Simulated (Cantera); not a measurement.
A Cantera script and what it prints.

```python
import numpy as np
import cantera as ct

gas_names = """
    N2O B2O2 N
""".split()
cond_names = """
    BN(s)
""".split()


def load(file, names, dense=False):
    # The tables refer to 1 bar. Condensed volumes are neglected.
    table = {s.name: s for s in ct.Species.list_from_file(file)}
    out = []
    for n in names:
        d = dict(table[n].input_data)
        d["thermo"] = dict(d["thermo"], **{"reference-pressure": 1e5})
        if dense:
            d["equation-of-state"] = {"model": "constant-volume", "density": "1e6 g/cm^3"}
        out.append(ct.Species.from_dict(d))
    return out


species = {s.name: s for s in load("nasa_gas.yaml", gas_names) + load("nasa_condensed.yaml", cond_names)}
# Each term lists the table entries of one substance; the one whose range holds T is used.
reactions = {
    '2 BN + 2 N2O(g) = B2O2(g) + 6 N(g)':
        [(-2, ['BN(s)']), (-2, ['N2O']), (1, ['B2O2']), (6, ['N'])],
}


def pick(names, T):
    return next(species[n] for n in names if species[n].thermo.min_temp <= T <= species[n].thermo.max_temp)


results = []
for label, terms in reactions.items():
    print(label)
    print("     T/K   dH/kJ  dS/(J/K)   dG/kJ   log10 K")
    for T in [423, 623, 823, 1023, 1223, 1423, 1623, 1823, 2023]:
        used = [(nu, pick(names, T)) for nu, names in terms]
        dH = sum(nu * s.thermo.h(T) for nu, s in used) / 1e6
        dS = sum(nu * s.thermo.s(T) for nu, s in used) / 1e3
        dG = dH - T * dS / 1e3
        logK = -dG * 1e6 / (ct.gas_constant * T * np.log(10))
        results.append((label, T, dH, dS, dG, logK, [s.name for _, s in used]))
        print(f"{T:8g} {dH:8.1f} {dS:8.1f} {dG:8.1f} {logK:8.2f}")
```

It prints:

```
2 BN + 2 N2O(g) = B2O2(g) + 6 N(g)
     T/K   dH/kJ  dS/(J/K)   dG/kJ   log10 K
     423   2725.6    712.5   2424.2  -299.35
     623   2732.6    726.3   2280.1  -191.17
     823   2736.2    731.4   2134.3  -135.46
    1023   2737.7    733.0   1987.8  -101.49
    1223   2737.7    733.0   1841.2   -78.63
    1423   2736.8    732.4   1694.6   -62.20
    1623   2735.2    731.3   1548.2   -49.83
    1823   2733.1    730.1   1402.1   -40.17
    2023   2730.6    728.8   1256.2   -32.43
```

Cantera with NASA thermochemical tables; ideal gases at 1 bar, condensed phases pure. Condensed species are held in their standard states even where they would react or evaporate.
